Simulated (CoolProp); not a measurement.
Tetradecamethylhexasiloxane (MD4M) at 293.15 K and 4.11 MPa is throttled through a valve to 0.84 MPa with no heat exchange. Each further row changes one setting.

The numbers come from the reference Helmholtz-energy equation of state, Thol 2019 in CoolProp.

| case | temperature change (K) | final density (kg/m³) |
|---|---|---|
| as stated | +1.5 | 891 |
| outlet pressure 0.252 MPa | +1.7 | 890 |
| outlet pressure 1.09 MPa | +1.4 | 891 |
